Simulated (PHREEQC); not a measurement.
HF is added in steps, without added water, to 1 kg of water holding 0.0042 mol ZnCl2, 0.23 mol KCl and 7.5e-05 mol HCl, at 25 °C. Oxygen is held at 0.21 atm. CO2 from the air is kept out. The run lets Zincite(c), Zn5(OH)8Cl2, ZnF2 precipitate or redissolve, and no other solid.

Base run: PHREEQC, ion-association model, wateq4f.dat. Each further column changes one thing. The table gives F- (mol/kgw).

```tsv
HF added (mol)	base	metal-ligand complexes left out	Debye-Hückel limiting law	database phreeqc.dat	Davies equation for every ion
0	0	0	0	0	0
0.015	0.00355	0.00358	___	0.00364	0.00355
0.02625	0.00469	0.00473	0.00594	___	0.00469
0.04125	0.00576	0.00580	0.00735	0.00614	0.00575
0.0525	0.00637	0.00641	0.00817	0.00688	0.00636
0.0675	0.00703	0.00707	___	0.00770	0.00702
0.07875	0.00744	0.00749	0.00962	0.00823	0.00743
0.09375	0.00791	0.00796	0.0103	___	0.00789
0.105	0.00822	0.00827	___	0.00926	0.00820
0.12	0.00858	0.00863	0.0112	0.00975	0.00856
```

### Question
What belongs in the gaps?

### Answer

- 0.015, Debye-Hückel limiting law: 0.00443
- 0.02625, database phreeqc.dat: 0.00490
- 0.0675, Debye-Hückel limiting law: 0.00906
- 0.09375, database phreeqc.dat: 0.00885
- 0.105, Debye-Hückel limiting law: 0.0107

wateq4f.dat counts part of the HF as a dimer, H2F2, which phreeqc.dat doesn't know; its constant is uncertain.  phreeqc.dat and wateq4f.dat share most of their constants, so their agreement is no independent check. Solids allowed in the column 'database phreeqc.dat': Sylvite, Zn(OH)2(e).
